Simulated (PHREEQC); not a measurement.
## Polishing slurry liquid

Make-up at 75 °C: 0.0037 mol/kgw NH3 and 0.00081 mol/kgw K2SO4. It is in equilibrium with CO2 at log p = -3.4 (atm). Otherwise closed; pH follows from the charge balance.

Equilibrium calculation in PHREEQC: ion-association model, phreeqc.dat.

Each row changes one thing in this solution. This is a speciation only: nothing precipitates in the calculation.

```
case                                               pH  ionic strength (mol/kgw)  NH3 (mol/kgw)  NH4+ (mol/kgw)  HCO3- (mol/kgw)  NH4SO4- (mol/kgw)
-----------------------------------------------  ----  ------------------------  -------------  --------------  ---------------  -----------------
as made                                          8.47                   0.00331        0.00280        0.000895         0.000794            6.90e-6
NH3 replaced by (NH4)2SiF6 at the same molality  3.36                    0.0123        1.68e-7         0.00736          6.52e-9            3.98e-5
NH3 from 0.0037 to 0.00333 mol/kgw               8.44                   0.00326        0.00248        0.000841         0.000749            6.51e-6
NH3 from 0.0037 to 0.00037 mol/kgw               7.85                   0.00261       0.000160        0.000208         0.000192            1.66e-6
0.0033 mol/kgw HF added                          7.03                   0.00569       0.000369         0.00331          2.95e-5            2.32e-5
K2SO4 replaced by NH4HSO4 at the same molality   8.08                   0.00276        0.00253         0.00196         0.000324            1.56e-5
NH3 replaced by (NH4)2CO3 at the same molality   8.63                   0.00377        0.00605         0.00134          0.00116            1.01e-5
```

Some of these states are supersaturated (in Quartz (slow to form), Chalcedony (slow to form), for instance). Constants without temperature data keep their 25 °C values here. SiF6-2 is the database's only silicon fluoride.
